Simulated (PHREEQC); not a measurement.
# Polishing slurry liquid (model solution)

A solution holds 0.072 mol K2CO3, 4.1e-05 mol Fe(NO3)3 and 5.8e-05 mol H3BO3 per kg of water, at 80 °C. Closed to the air; pH follows from the charge balance.

Computed with PHREEQC (ion-association model, phreeqc.dat).

Precipitation was switched off in this run.

**Question.** What pH, density, specific conductance does the model give?

**Answer.** pH 10.45; density 0.980 g/cm³; specific conductance 38400 µS/cm.

**Question.** In which forms is C present?

**Answer.** CO3-2 85 %, HCO3- 15 % of the C.

The solution is supersaturated, for example in Hematite (slow to form), Goethite (slow to form), so a real one may precipitate; this is no full list. At this temperature some constants are extrapolated from 25 °C, and those without enthalpy data are left unchanged.
